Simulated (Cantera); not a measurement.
Ignition delay

Mixture: CH₄ : C₂H₆ : C₃H₈ : O₂ : N₂ : H₂O = 1 : 0.048 : 1.2 : 10.6 : 39.9 : 1.4 (molar parts), at 100000 Pa, adiabatic and at constant volume. Ignition delay is the time to a rise of 400 K.

Model: GRI-Mech 3.0 (53 species, 325 reactions), integrated in Cantera. GRI-Mech 3.0 was tuned for natural gas; its chemistry of propane as a main component is partial and can be far from experiment.

```
T0 (K)  delay (ms)
------  ----------
1323         0.710
1398         0.249
1473         0.106
1548        0.0532
1623        0.0307
1698        0.0197
1773        0.0137
1848        0.0102
```

```yaml
apparent activation energy between 1698 and 1848 K: 120 kJ/mol
```
